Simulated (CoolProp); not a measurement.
Vapour pressure (MPa) of ammonia: the reference equation beside estimates from Tc = 405.6 K, pc = 11.36 MPa, ω = 0.256.

Model: reference Helmholtz-energy equation of state, Gao 2020, in CoolProp.

```csv
T (K),reference,Redlich-Kwong,Soave-Redlich-Kwong,Peng-Robinson
311.6,1.489,2.082,___,1.489
314.2,1.600,2.214,1.619,1.601
316.8,1.718,___,1.740,1.719
319.4,1.842,___,1.866,1.844
321.9,1.968,2.642,___,1.970
324.5,2.105,2.798,2.135,2.108
327.1,2.250,2.960,2.283,2.254
329.6,2.395,3.123,___,2.401
332.2,2.554,___,2.595,2.561
334.8,2.721,3.480,2.765,2.729
337.3,2.889,3.661,2.937,2.898
339.9,3.072,3.856,3.124,3.083
342.5,3.263,4.058,3.319,3.276
345.1,3.463,4.267,3.524,3.478
347.6,3.664,4.475,3.729,3.680
```

What belongs in the gaps?


- 311.6, Soave-Redlich-Kwong: 1.505
- 316.8, Redlich-Kwong: 2.353
- 319.4, Redlich-Kwong: 2.497
- 321.9, Soave-Redlich-Kwong: 1.995
- 329.6, Soave-Redlich-Kwong: 2.432
- 332.2, Redlich-Kwong: 3.298

Absolute difference from the reference over all 15 rows, mean and median: Redlich-Kwong 30.6 and 30.4 %, Soave-Redlich-Kwong 1.5 and 1.5 %, Peng-Robinson 0.2 and 0.3 %.
